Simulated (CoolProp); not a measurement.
The fluid at 534.9 K and 5.05 MPa is throttled through a valve to 2.74 MPa with no heat exchange. The same conditions are run with several fluids, on thermodynamics alone (safety and materials aside).

The numbers come from the reference Helmholtz-energy equation of state of each fluid (n-pentane: Thol 2019; hexamethyldisiloxane (MM): Thol 2016; isobutane: Bücker 2006; n-hexane: Thol 2019; methane: Setzmann 1991) in CoolProp.

```tsv
fluid	temperature change (K)	final phase	final density (kg/m³)
n-pentane	-19.0	gas	59.9
hexamethyldisiloxane (MM)	-5.2	supercritical	391
isobutane	-10.0	gas	…
n-hexane	-31.9	gas	117
methane	…	gas	…
```

Task: Some entries are withheld; supply them.

Result: 
- isobutane, final density (kg/m³): 41.1
- methane, temperature change (K): -2.1
- methane, final density (kg/m³): 9.90
